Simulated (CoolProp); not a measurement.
R1132(E) along the isotherm 126.85 °C: fugacity coefficient from the reference equation and from simpler models built on Tc = 75.7 °C, pc = 51.74 bar, ω = 0.245; each cubic takes its own stable root.

Model: reference Helmholtz-energy equation of state, Akasaka 2024, in CoolProp.

```csv
p (bar),phase,reference,Redlich-Kwong,Peng-Robinson
1.99,gas,0.9917,0.9913,0.9906
3.98,gas,0.9835,0.9825,0.9813
5.97,gas,0.9753,0.9739,0.9721
7.96,gas,0.9672,0.9653,0.9629
9.95,gas,0.9591,0.9567,0.9538
11.9,gas,0.9511,0.9483,0.9450
13.9,gas,0.9430,0.9397,0.9360
15.9,gas,0.9350,0.9312,0.9270
17.9,gas,0.9269,0.9228,0.9182
19.9,gas,0.9189,0.9143,0.9093
21.9,gas,0.9110,0.9060,0.9006
23.9,gas,0.9031,0.8976,0.8919
25.9,gas,0.8952,0.8893,0.8833
```
